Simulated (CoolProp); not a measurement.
Vapour-liquid equilibrium of toluene (1) + o-xylene (2) at 416.3 K; x and y are mole fractions of (1).

The numbers come from the multi-fluid Helmholtz-energy mixture model, Lemmon 2006 and Zhou 2012; pair parameters Bell 2016 in CoolProp.

Problem. Give the bubble pressure and the first vapour's composition at x = 0.05, 0.5, 0.8. Is there an azeotrope?

Solution. x = 0.05: 0.1045 MPa, y = 0.106; x = 0.5: 0.1663 MPa, y = 0.697; x = 0.8: 0.2077 MPa, y = 0.900. No azeotrope shows between x = 0.05 and 0.95.

The pair parameters rest on a limited set of measurements; away from them the model extrapolates.
